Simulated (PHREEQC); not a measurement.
Solution (25 °C): 0.0012 mol/kgw FeSO4, 0.00017 mol/kgw MgSO4, 0.00082 mol/kgw NaF and 0.016 mol/kgw NaCl. Closed to the air; pH follows from the charge balance.

The numbers come from PHREEQC with the ion-association model, phreeqc.dat.

No solid was allowed to form.

Problem. Order these Fe species by the share of Fe that they hold, largest first: FeCl+, FeF+, FeSO4, Fe+2.

Solution. Fe+2 (92 %), FeSO4 (6.6 %), FeCl+ (1.2 %), FeF+ (0.43 %)

Problem. Order these S species by the share of S that they hold, largest first: NaSO4-, SO4-2, FeSO4, MgSO4.

Solution. SO4-2 (89 %), FeSO4 (5.8 %), NaSO4- (4.3 %), MgSO4 (1.0 %)

The pH is 6.48 and the ionic strength 0.0217 mol/kgw. Fluoro complexes past AlF4- and FeF3 are missing from the database.
